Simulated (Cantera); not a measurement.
# Thermodynamics of halide evaporation, hydrolysis and transport, feed MgCl2 + H2

Input: 1 mol MgCl2, 0.43 mol H2, held at 1700 K and 15.8 Torr.

Cantera equilibrium calculation (NASA polynomials, part measured and part estimated; ideal gas, pure solids and liquids). Candidate condensed phases: Mg, MgCl2; 10 gas species. The tables' values for MgH are old estimates; treat these amounts as uncertain. Equilibrium is a limit: real reactors are often held back by kinetics, nucleation or transport.

```json
{
 "x(MgCl2)": "0.660",
 "x(H2)": "0.272",
 "x(HCl)": "0.0440",
 "x(Mg)": "0.0203",
 "x(MgCl)": "0.00332",
 "x(H)": "0.000530",
 "x(Cl)": "6.67e-5",
 "x(MgH)": "1.92e-5",
 "gas_amount": "1.463 mol",
 "log10 activity of Mg(l) (absent)": "-4.32"
}
```
